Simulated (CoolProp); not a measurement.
Aqueous methanol as a coolant, 38 % by mass, freezing at -35.9 °C, 1 atm.

The numbers come from the Melinder's fits for secondary coolants in CoolProp.

```tsv
T (°C)	cp (kJ/(kg K))	density (kg/m³)	Prandtl number	viscosity (mPa s)
-23.1	3.451	959.7	99.4	10.7
-18.1	3.514	957.5	77.3	8.24
-13.1	3.574	955.2	61.2	6.46
-8	…	952.8	48.9	5.12
-3	3.683	…	39.9	4.14
2	3.731	947.8	32.9	3.39
7	3.774	945.2	27.5	2.82
12.1	3.812	942.5	23.1	2.37
17.1	3.844	939.7	19.7	2.01
22.1	3.870	936.9	16.9	1.73
27.1	3.889	934.0	14.6	1.50
32.1	3.902	931.0	12.7	1.31
37.2	3.908	927.9	11.1	…
```

**Question.** Complete the blanks.

**Answer.** 
- -8, cp (kJ/(kg K)): 3.631
- -3, density (kg/m³): 950.3
- 37.2, viscosity (mPa s): 1.14
